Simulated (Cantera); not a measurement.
Input (Python, Cantera):

```python
import numpy as np
import cantera as ct

gas = ct.Solution("h2o2.yaml")
gas.TPX = 600, 500000, {'H2': 1, 'O2': 0.588, 'N2': 2.21, 'H2O': 0.004}
flame = ct.FreeFlame(gas, width=0.013)
flame.set_refine_criteria(ratio=3, slope=0.08, curve=0.16)
flame.transport_model = "mixture-averaged"
flame.solve(loglevel=0, auto=True)
z, T = flame.grid, flame.T
thick = (T[-1] - T[0]) / np.gradient(T, z).max()
show = ['H2', 'O2', 'OH', 'HO2', 'O', 'H2O']
print(f"laminar burning velocity  {flame.velocity[0] * 100:.3f} cm/s")
print(f"burnt temperature         {T[-1]:.1f} K")
print(f"thermal thickness         {thick * 1e3:.4f} mm")
print(f"grid points               {len(z)}")
z0 = z[flame.heat_release_rate.argmax()]
print(f"{'z/mm':>9s}{'T/K':>9s}{'u/(m/s)':>9s}" + "".join(f"{s:>11s}" for s in show))
rows = []
for k in (-3, -2, -1.5, -1, -0.5, -0.25, 0, 0.25, 0.5, 1, 2, 4, 8):
    zz = z0 + k * thick
    rows.append([k * thick, np.interp(zz, z, T), np.interp(zz, z, flame.velocity),
                 *(np.interp(zz, z, flame.X[gas.species_index(s)]) for s in show)])
    print(f"{rows[-1][0] * 1e3:9.3f}{rows[-1][1]:9.1f}{rows[-1][2]:9.3f}" + "".join(f"{x:11.3e}" for x in rows[-1][3:]))
```

Result:

```
laminar burning velocity  562.153 cm/s
burnt temperature         2447.9 K
thermal thickness         0.0578 mm
grid points               115
     z/mm      T/K  u/(m/s)         H2         O2         OH        HO2          O        H2O
   -0.173    600.0    5.621  2.630e-01  1.547e-01  1.822e-14  9.734e-11  5.218e-13  1.052e-03
   -0.116    600.0    5.621  2.629e-01  1.547e-01  2.727e-12  6.962e-09  7.809e-11  1.052e-03
   -0.087    600.1    5.619  2.626e-01  1.548e-01  7.464e-11  1.491e-07  2.109e-09  1.054e-03
   -0.058    600.9    5.614  2.608e-01  1.551e-01  2.019e-09  2.764e-06  4.419e-08  1.073e-03
   -0.029    649.9    5.936  2.408e-01  1.576e-01  4.623e-05  5.126e-04  1.121e-05  3.989e-03
   -0.014    932.9    8.218  1.932e-01  1.502e-01  1.057e-03  7.655e-04  3.875e-04  3.460e-02
    0.000   1379.9   11.821  1.176e-01  1.142e-01  3.906e-03  3.793e-04  3.492e-03  1.144e-01
    0.014   1701.7   14.429  5.850e-02  7.021e-02  9.834e-03  1.883e-04  7.651e-03  1.912e-01
    0.029   1879.6   15.852  3.512e-02  4.906e-02  1.436e-02  1.070e-04  9.066e-03  2.260e-01
    0.058   2060.7   17.240  2.418e-02  3.832e-02  1.705e-02  5.794e-05  7.820e-03  2.473e-01
    0.116   2217.3   18.382  1.775e-02  3.386e-02  1.639e-02  3.131e-05  5.072e-03  2.624e-01
    0.231   2334.7   19.207  1.141e-02  3.091e-02  1.390e-02  1.656e-05  2.859e-03  2.756e-01
    0.463   2405.5   19.690  6.696e-03  2.930e-02  1.106e-02  9.994e-06  1.569e-03  2.847e-01
```

Detailed kinetics in Cantera: the H2/O2 subset of GRI-Mech 3.0, which has no nitrogen chemistry. The hydrogen kinetics of GRI-Mech 3.0 are dated; newer H2 mechanisms differ, most at raised pressure. Burning velocities carry a grid error of a few per cent, more on coarse grids.
